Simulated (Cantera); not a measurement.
An adiabatic, constant-volume homogeneous reactor starts with CO : H2 : O2 : N2 = 1 : 0.044 : 0.29 : 1.09 (molar parts), equivalence ratio 1.8, at 1750 K and 31000 Pa. Integrator tolerance rtol = 1e-08.

Model: GRI-Mech 3.0 (53 species, 325 reactions), integrated in Cantera.

Problem. What does this change do: initial temperature 1750 to 1623 K?

Solution. 
| quantity | before | after |
|---|---|---|
| time of steepest temperature rise | 63.6 µs | 85.7 µs |
| temperature at 0.300 s | 2887 K | 2866 K |
| equilibrium temperature | 2887 K | 2866 K |
| x(CO) at 0.300 s | 0.288 (gas-phase equilibrium 0.288) | 0.282 (gas-phase equilibrium 0.282) |
| x(H2) at 0.300 s | 0.00232 (gas-phase equilibrium 0.00232) | 0.00233 (gas-phase equilibrium 0.00233) |
| x(O2) at 0.300 s | 0.0276 (gas-phase equilibrium 0.0276) | 0.0256 (gas-phase equilibrium 0.0256) |
| x(NO) at 0.300 s | 0.0117 (gas-phase equilibrium 0.0117) | 0.0110 (gas-phase equilibrium 0.0110) |
| x(O) at 0.300 s | 0.0183 (gas-phase equilibrium 0.0183) | 0.0158 (gas-phase equilibrium 0.0158) |
| x(NO2) at 0.300 s | 1.84e-6 (gas-phase equilibrium 1.84e-6) | 1.74e-6 (gas-phase equilibrium 1.74e-6) |
| x(H) at 0.300 s | 0.00771 (gas-phase equilibrium 0.00771) | 0.00698 (gas-phase equilibrium 0.00698) |

Problem. What does this change do: H2 0.044 to 0.02 parts?

Solution. 
| quantity | before | after |
|---|---|---|
| time of steepest temperature rise | 63.6 µs | 0.123 ms |
| temperature at 0.300 s | 2887 K | 2892 K |
| equilibrium temperature | 2887 K | 2892 K |
| x(CO) at 0.300 s | 0.288 (gas-phase equilibrium 0.288) | 0.288 (gas-phase equilibrium 0.288) |
| x(H2) at 0.300 s | 0.00232 (gas-phase equilibrium 0.00232) | 0.000793 (gas-phase equilibrium 0.000793) |
| x(O2) at 0.300 s | 0.0276 (gas-phase equilibrium 0.0276) | 0.0304 (gas-phase equilibrium 0.0304) |
| x(NO) at 0.300 s | 0.0117 (gas-phase equilibrium 0.0117) | 0.0124 (gas-phase equilibrium 0.0124) |
| x(O) at 0.300 s | 0.0183 (gas-phase equilibrium 0.0183) | 0.0195 (gas-phase equilibrium 0.0195) |
| x(NO2) at 0.300 s | 1.84e-6 (gas-phase equilibrium 1.84e-6) | 2.04e-6 (gas-phase equilibrium 2.04e-6) |
| x(H) at 0.300 s | 0.00771 (gas-phase equilibrium 0.00771) | 0.00458 (gas-phase equilibrium 0.00458) |

Problem. What does this change do: initial temperature 1750 to 1700 K?

Solution. 
| quantity | before | after |
|---|---|---|
| time of steepest temperature rise | 63.6 µs | 71.1 µs |
| temperature at 0.300 s | 2887 K | 2879 K |
| equilibrium temperature | 2887 K | 2879 K |
| x(CO) at 0.300 s | 0.288 (gas-phase equilibrium 0.288) | 0.286 (gas-phase equilibrium 0.286) |
| x(H2) at 0.300 s | 0.00232 (gas-phase equilibrium 0.00232) | 0.00232 (gas-phase equilibrium 0.00232) |
| x(O2) at 0.300 s | 0.0276 (gas-phase equilibrium 0.0276) | 0.0269 (gas-phase equilibrium 0.0269) |
| x(NO) at 0.300 s | 0.0117 (gas-phase equilibrium 0.0117) | 0.0114 (gas-phase equilibrium 0.0114) |
| x(O) at 0.300 s | 0.0183 (gas-phase equilibrium 0.0183) | 0.0173 (gas-phase equilibrium 0.0173) |
| x(NO2) at 0.300 s | 1.84e-6 (gas-phase equilibrium 1.84e-6) | 1.80e-6 (gas-phase equilibrium 1.80e-6) |
| x(H) at 0.300 s | 0.00771 (gas-phase equilibrium 0.00771) | 0.00742 (gas-phase equilibrium 0.00742) |
